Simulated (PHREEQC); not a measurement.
# Ultrapure water in contact with air or piping: speciation

Synthetic water in mg/L, 40 °C, pH 6.49, pe 12.6:

```json
[
 {"constituent": "Na", "mg/L": "0.0329"},
 {"constituent": "K", "mg/L": "0.00162"},
 {"constituent": "Ca", "mg/L": "0.0171"},
 {"constituent": "Mg", "mg/L": "0.0232"},
 {"constituent": "Cl", "mg/L": "0.0657"},
 {"constituent": "S(6) as SO4", "mg/L": "0.029"},
 {"constituent": "Alkalinity as HCO3", "mg/L": "0.114"},
 {"constituent": "Cu(2)", "mg/L": "0.000434"},
 {"constituent": "Zn", "mg/L": "3.63e-05"},
 {"constituent": "Si as SiO2", "mg/L": "0.00112"}
]
```

Valence states are taken as typed.

Equilibrium calculation in PHREEQC: ion-association model, phreeqc.dat.

Each row changes one thing in this solution. No solid was allowed to form.

```json
[
 {"case": "as made", "HCO3- (mol/kgw)": "2.10e-6", "CO2 (mol/kgw)": "1.34e-6", "Cu+2 (mol/kgw)": "5.55e-9", "Cu(OH)2 (mol/kgw)": "1.09e-9", "CO3-2 (mol/kgw)": "3.93e-10", "CuOH+ (mol/kgw)": "1.70e-10", "SI of Quartz (SiO2)": "-3.96"},
 {"case": "all concentrations times 2 at the same typed pH", "HCO3- (mol/kgw)": "3.96e-6", "CO2 (mol/kgw)": "2.53e-6", "Cu+2 (mol/kgw)": "1.11e-8", "Cu(OH)2 (mol/kgw)": "2.17e-9", "CO3-2 (mol/kgw)": "___", "CuOH+ (mol/kgw)": "3.38e-10", "SI of Quartz (SiO2)": "-3.66"},
 {"case": "temperature from 40 to 5 °C at the same typed pH", "HCO3- (mol/kgw)": "2.18e-6", "CO2 (mol/kgw)": "2.31e-6", "Cu+2 (mol/kgw)": "5.55e-9", "Cu(OH)2 (mol/kgw)": "1.10e-9", "CO3-2 (mol/kgw)": "1.90e-10", "CuOH+ (mol/kgw)": "1.70e-10", "SI of Quartz (SiO2)": "___"},
 {"case": "Alkalinity from 0.114 to 0.057 mg/L", "HCO3- (mol/kgw)": "1.17e-6", "CO2 (mol/kgw)": "7.45e-7", "Cu+2 (mol/kgw)": "5.55e-9", "Cu(OH)2 (mol/kgw)": "1.10e-9", "CO3-2 (mol/kgw)": "2.18e-10", "CuOH+ (mol/kgw)": "1.70e-10", "SI of Quartz (SiO2)": "-3.96"}
]
```

Problem. Fill in the missing entries.

Solution. 
- all concentrations times 2 at the same typed pH, CO3-2 (mol/kgw): 7.45e-10
- temperature from 40 to 5 °C at the same typed pH, SI of Quartz (SiO2): -3.43

Away from 25 °C the constants follow the database's enthalpies or fits; those with neither stay at their 25 °C values. The database's constant for dissolved Cu(OH)2 is higher than later reviews accept.
